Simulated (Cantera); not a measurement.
An isothermal, constant-pressure homogeneous reactor starts with NO : N₂ = 1 : 8.4 (molar parts), at 1925 K and 0.270 bar.

Detailed kinetics in Cantera: GRI-Mech 3.0 (53 species, 325 reactions).

Q: Predict: x(NO) at 9.00 s; x(N₂O) at 9.00 s; x(NO₂) at 9.00 s; x(O₂) at 9.00 s; x(N₂) at 9.00 s; x(O) at 9.00 s.

A: 
| Property | Value |
|---|---|
| x(NO) at 9.00 s | 0.0550 (gas-phase equilibrium 0.00336) |
| x(N₂O) at 9.00 s | 1.34e-6 (gas-phase equilibrium 1.08e-7) |
| x(NO₂) at 9.00 s | 1.98e-5 (gas-phase equilibrium 1.70e-6) |
| x(O₂) at 9.00 s | 0.0256 (gas-phase equilibrium 0.0514) |
| x(N₂) at 9.00 s | 0.919 (gas-phase equilibrium 0.945) |
| x(O) at 9.00 s | 0.000116 (gas-phase equilibrium 0.000162) |
